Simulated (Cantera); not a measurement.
Charge: 1 mol Si, 0.13 mol O₂, 17 mol N₂, 1.4 mol N₂O, at 1623 K and 5.50e-5 bar.

Cantera equilibrium calculation (NASA polynomials, part measured and part estimated; ideal gas, pure solids and liquids). Candidate condensed phases: Si, SiO₂, Si₂N₂O, Si₃N₄; 16 gas species. The tables hold silica as quartz up to 1696 K and as liquid above; real silica turns to tridymite and cristobalite and melts near 1996 K. Rates play no part.

Base state: N₂ 0.982, SiO 0.0181 (mole fractions); condensed: SiO₂(β-quartz).

### Question
What changes in the equilibrium state with this change: O₂ from 0.13 to 1.4 mol?

### Answer
```
species               before     after
-------------------  -------  --------
N₂                     0.982     0.943
O₂                   2.84e-9    0.0555
NO                   2.77e-7   0.00120
SiO                   0.0181   4.11e-6
O                    1.37e-7  0.000604
SiO₂(β-quartz), mol    0.660     1.000
```
